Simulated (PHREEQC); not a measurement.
A solution holds 0.24 mol/kgw HF, 0.0017 mol/kgw NH4HF2, 4.1e-06 mol/kgw H4SiO4 and 0.0026 mol/kgw H2SO4, at 20 °C. Closed to the air; pH follows from the charge balance.

Computed with PHREEQC (ion-association model, phreeqc.dat).

Question: The ionic strength comes out as 0.0235 mol/kgw. What activity coefficients do HSO4-, SO4-2, HF2-, F-, NH4+ get?

Answer: HSO4- 0.86, SO4-2 0.56, HF2- 0.86, F- 0.86, NH4+ 0.85.

No solid was allowed to form. Complexes and solids missing from the database can't appear. SiF6-2 is the database's only silicon fluoride.
